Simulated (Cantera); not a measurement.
Source: NASA polynomial tables (part measured, part estimated), evaluated in Cantera. Values are per mole of reaction as written; species without (g) are pure solids or liquids, kept so even where they would boil at 1 bar.

4 PH3(g) + 6 O2(g) = 6 H2O2(g) + P4(g), with ΔH° = -780.6 kJ and ΔS° = -384.9 J/K at 300 K.

**Question.** How far is the shortcut ΔG° ≈ ΔH°(300 K) − T·ΔS°(300 K) from the full temperature-dependent value at 423, 623, 823, 1023, 1223 K?

**Answer.** 
```
T (K)  shortcut (kJ)  full (kJ)  difference (kJ)  difference in log10 K
-----  -------------  ---------  ---------------  ---------------------
423           -617.8     -617.8              0.0                   0.00
623           -540.8     -541.1              0.3                  -0.02
823           -463.9     -464.5              0.7                  -0.04
1023          -386.9     -387.7              0.8                  -0.04
1223          -309.9     -310.4              0.5                  -0.02
```
The shortcut ignores the heat-capacity change of the reaction.
